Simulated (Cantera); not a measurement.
Input: 1 mol SiCl4, 0.15 mol HCl, 13 mol H2, equilibrated at 10.0 mbar.

Cantera equilibrium calculation (NASA polynomials, part measured and part estimated; ideal gas, pure solids and liquids). Candidate condensed phases: Si; 19 gas species. The tables' values for SiCl3 are old estimates; treat these amounts as uncertain. Kinetics and transport are ignored.

x: gas mole fraction; n: condensed amount in mol.

| T (°C) | x H2 | x HCl | x SiCl2 | x SiCl4 | x SiHCl3 | x SiCl3 | x SiH2Cl2 | n Si(s) |
|---|---|---|---|---|---|---|---|---|
| 675 | 0.906 | 0.0232 | 0.000500 | 0.0587 | 0.0103 | 0.000931 | … | 0 |
| 750 | 0.894 | 0.0372 | 0.00275 | 0.0522 | 0.0106 | 0.00261 | … | 0.0265 |
| 825 | 0.874 | 0.0613 | 0.00872 | 0.0420 | 0.00872 | 0.00510 | … | 0.0688 |
| 900 | 0.848 | 0.0889 | 0.0212 | 0.0278 | 0.00617 | 0.00772 | … | 0.0802 |
| 975 | 0.823 | 0.112 | 0.0386 | 0.0135 | 0.00348 | 0.00849 | … | 0.0482 |
| 1050 | 0.808 | 0.126 | 0.0534 | 0.00475 | 0.00155 | 0.00681 | … | 0.00116 |
| 1125 | 0.799 | 0.134 | 0.0596 | 0.00147 | 0.000613 | 0.00453 | … | 0 |

**Question.** Complete the blanks.

**Answer.** 
- 675, x SiH2Cl2: 0.000184
- 750, x SiH2Cl2: 0.000239
- 825, x SiH2Cl2: 0.000217
- 900, x SiH2Cl2: 0.000176
- 975, x SiH2Cl2: 0.000122
- 1050, x SiH2Cl2: 7.24e-5
- 1125, x SiH2Cl2: 3.84e-5
